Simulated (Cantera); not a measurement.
A Cantera script and what it prints.

```python
import numpy as np
import cantera as ct

gas_names = """
    CL CL2 H HCL H2 N NH NH2 NH3 N2 N2H2 N2H4 Si SiCL SiCL2 SiCL3 SiCL4 SiH SiHCL3 SiH2 SiH2CL2 SiH3
    SiH3CL SiH4 SiN Si2 Si2N Si3
""".split()
cond_names = """
    NH4CL(a) NH4CL(b) Si(cr) Si(L) Si3N4(a)
""".split()


# ... load() reads the species with a 1 bar reference pressure and builds the phases ...
atoms = {
    'Si3N4': {'Si': 3, 'N': 4},
    'HCl': {'H': 1, 'CL': 1},
    'H2': {'H': 2},
}
top_T = {'Si3N4(a)': 2400}  # K; cautious upper limits of use, not melting points


# ... equilibrate(T, P, feed) seeds the gas with the atoms and calls Mixture.equilibrate('TP', solver="vcs", rtol=1e-11, max_steps=5000) ...
results = []
feed = {'Si3N4': 1, 'HCl': 69, 'H2': 17}  # mol
T = 1498  # K
P = 6500  # Pa
mix = equilibrate(T, P, feed)
results.append((T, P, feed, dict(zip(mix.species_names, mix.species_moles))))
print(gas.report(threshold=0.001))
for i in range(1, mix.n_phases):
    print(f"{mix.phase(i).name:16s} {mix.phase_moles(i):12.5e} mol")
```

Output:

```
       temperature   1498 K
          pressure   6500 Pa
           density   0.016328 kg/m^3
  mean mol. weight   31.287 kg/kmol
   phase of matter   gas

                          1 kg             1 kmol
                     ---------------   ---------------
          enthalpy       -1.3104e+06       -4.0999e+07  J
   internal energy       -1.7085e+06       -5.3454e+07  J
           entropy            8282.8        2.5914e+05  J/K
    Gibbs function       -1.3718e+07        -4.292e+08  J
 heat capacity c_p            1137.7             35595  J/K
 heat capacity c_v            871.95             27281  J/K

                      mass frac. Y      mole frac. X     chem. pot. / RT
                     ---------------   ---------------   ---------------
               HCL            0.7998           0.68636            -35.92
                H2          0.016456           0.25538           -22.697
                N2          0.020827           0.02326           -32.502
             SiCL2          0.025061         0.0079212           -60.341
             SiCL3          0.029736         0.0069205           -84.912
             SiCL4           0.10483          0.019306           -109.48
     [  +22 minor]         0.0032976        0.00085134

Si(cr)            0.00000e+00 mol
Si3N4(a)          0.00000e+00 mol
```

Method: chemical equilibrium by Gibbs-energy minimisation in Cantera with the NASA 1993 tables (ideal gas, pure condensed phases). The tables' values for SiCl3 are old estimates; treat these amounts as uncertain.
